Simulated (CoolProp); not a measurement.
A closed Brayton cycle with nitrogen: compressor inlet 324.15 K and 4.1 MPa, high pressure 8.12 MPa, turbine inlet 830 K, compressor efficiency 0.8, turbine efficiency 0.85, recuperator effectiveness 0.9 (on enthalpy, no pinch check). Each further row changes one setting.

Computed with CoolProp (reference Helmholtz-energy equation of state, Span 2000).

```csv
case,thermal efficiency (%),net work (kJ/kg),compressor to turbine work,compressor exit (K),turbine exit (K)
as stated,24.6,41.7,0.69,412.1,712.5
turbine inlet 780 K,21.5,___,0.73,412.1,668.5
compressor inlet 334.15 K,___,38.7,0.71,424.7,712.5
high pressure 6.9 MPa,24.7,35.7,___,389.5,___
recuperator effectiveness 0.5,13.9,41.7,0.69,412.1,712.5
```

Question: Complete the blanks.

Answer: 
- turbine inlet 780 K, net work (kJ/kg): 33.6
- compressor inlet 334.15 K, thermal efficiency (%): 23.1
- high pressure 6.9 MPa, compressor to turbine work: 0.66
- high pressure 6.9 MPa, turbine exit (K): 738.9
